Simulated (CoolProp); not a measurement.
Vapour pressure (MPa) of R124: the reference equation beside estimates from Tc = 122.3 °C, pc = 3.624 MPa, ω = 0.288. Clausius-Clapeyron is anchored at -54.35 °C with a constant enthalpy of vaporisation of 25.18 kJ/mol.

Values from CoolProp's reference Helmholtz-energy equation of state, de Vries 1995.

| T (°C) | reference | Clausius-Clapeyron | Redlich-Kwong | Peng-Robinson |
|---|---|---|---|---|
| -54.35 | 0.01130 | 0.01130 | 0.03005 | 0.01173 |
| -46.35 | 0.01843 | 0.01841 | 0.04549 | 0.01893 |
| -38.35 | 0.02890 | 0.02902 | 0.06648 | 0.02943 |
| -30.35 | 0.04375 | 0.04438 | 0.09420 | 0.04425 |
| -22.25 | 0.06449 | 0.06638 | 0.1304 | 0.06487 |
| -14.25 | 0.09198 | 0.09638 | 0.1755 | 0.09214 |
| -6.25 | 0.1280 | 0.1369 | 0.2313 | 0.1278 |
| 1.75 | 0.1741 | 0.1904 | 0.2990 | 0.1735 |
| 9.85 | 0.2329 | 0.2610 | 0.3810 | 0.2318 |
| 17.85 | 0.3049 | 0.3502 | 0.4768 | 0.3033 |
| 25.85 | 0.3928 | 0.4626 | 0.5885 | 0.3907 |

Absolute difference from the reference over all 11 rows, mean and median: Clausius-Clapeyron 6.4 and 4.8 %, Redlich-Kwong 97.6 and 90.8 %, Peng-Robinson 1.1 and 0.5 %.
